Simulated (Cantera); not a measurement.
## Reactions in the system B-N-O

Cantera with NASA thermochemical tables; ideal gases at 1 bar, condensed phases pure. Values are per mole of reaction as written; species without (g) are pure solids or liquids, kept so even where they would boil at 1 bar.

4 N(g) + 2 B2O3(g) → 3 O2(g) + 4 BN

```
T (K)  ΔH° (kJ)  ΔS° (J/K)  ΔG° (kJ)  log10 K
-----  --------  ---------  --------  -------
300     -1222.5     -506.5   -1070.6   186.40
2548    -1206.4     -516.6     110.0    -2.25
2573    -1205.9     -516.4     122.9    -2.49
2598    -1205.4     -516.2     135.8    -2.73
2623    -1204.9     -516.0     148.7    -2.96
2648    -1204.4     -515.8     161.6    -3.19
2673    -1203.9     -515.7     174.5    -3.41
```
